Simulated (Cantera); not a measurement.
A closed system holds: 1 mol SiCl₄, 0.6 mol Cl₂, 11 mol H₂, held at 1425 K and 0.800 bar.

These are equilibrium values from Cantera (NASA tables, ideal gas, pure condensed phases), not measurements of a reactor. Candidate condensed phases: Si; 19 gas species. The tables' values for SiCl₃ are old estimates; treat these amounts as uncertain. Equilibrium is a limit: real reactors are often held back by kinetics, nucleation or transport.

Q: What is the equilibrium state?

A: 
```json
{
 "x(H₂)": "0.766",
 "x(HCl)": "0.157",
 "x(SiCl₄)": "0.0328",
 "x(SiCl₂)": "0.0188",
 "x(SiCl₃)": "0.0125",
 "x(SiHCl₃)": "0.0125",
 "x(SiH₂Cl₂)": "0.000728",
 "x(SiH₃Cl)": "1.23e-5",
 "x(H)": "6.67e-6",
 "gas_amount": "12.92 mol",
 "log10 activity of Si(s) (absent)": "-0.71"
}
```
